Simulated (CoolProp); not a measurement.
Properties of R245ca along the isobar 0.425 MPa (Tc = 447.6 K, pc = 3.941 MPa, ω = 0.355).

Computed with CoolProp (reference Helmholtz-energy equation of state, Zhou 2016).

```csv
T (K),phase,density (kg/m³),expansivity (1/kK),fugacity coefficient
345.7,gas,22.10,4.233,0.9067
357.3,gas,21.09,3.897,0.9170
368.9,gas,20.19,3.623,0.9258
380.5,gas,19.38,3.394,0.9335
392,gas,18.66,3.202,0.9401
403.6,gas,18.00,3.034,0.9459
415.2,gas,17.39,2.889,0.9510
426.8,gas,16.83,2.761,0.9555
438.4,gas,16.31,2.646,0.9595
450,gas,15.83,2.544,0.9630
```
